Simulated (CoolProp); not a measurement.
Vapour-liquid equilibrium of CH2F2 (R32) (1) + R142b (2) at 0.0537 bar; x and y are mole fractions of (1).

Computed with CoolProp (multi-fluid Helmholtz-energy mixture model, Tillner-Roth 1997 and Lemmon 2006; pair parameters Bell 2016).

```csv
x,bubble temperature (K),y at the bubble point,dew temperature at overall composition x (K),liquid density (mol/L)
0.05,201.4,0.453,208.3,13.53
0.2,189.3,0.829,206.1,14.88
0.35,183.9,0.912,203.5,16.28
0.5,181.2,0.943,200.4,17.84
0.65,179.7,0.959,196.4,19.65
0.8,178.6,0.972,190.8,21.83
0.95,177.5,0.990,180.5,24.51
```

No azeotrope shows between x = 0.05 and 0.95.

Pair parameters are fitted to limited data, so mixtures are less certain than the pure fluids.
